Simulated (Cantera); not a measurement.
Feed: 1 mol C2F6, 0.012 mol F2, 0.089 mol H2, equilibrated at 3148 K and 0.0570 Torr.

Cantera equilibrium calculation (NASA polynomials, part measured and part estimated; ideal gas, pure solids and liquids). Candidate condensed phases: C, C6H6, C7H8, C8H18; 95 gas species. The feed counts by its element totals alone. Equilibrium is a limit: real reactors are often held back by kinetics, nucleation or transport.

Base state: F 0.752, C 0.196, H 0.0201, C2 0.0114, CF 0.00897, C3 0.00841, HF 0.00243 (mole fractions); condensed: gas only.

**Question.** What changes in the equilibrium state with this change: H2 from 0.089 to 16 mol?

**Answer.** 
```tsv
species	before	after
H	0.0201	0.796
F	0.752	0.136
C	0.196	0.0487
C2	0.0114	0.000703
HF	0.00243	0.0173
H2	5.19e-7	0.000812
C3	0.00841	0.000129
CF	0.00897	0.000402
```
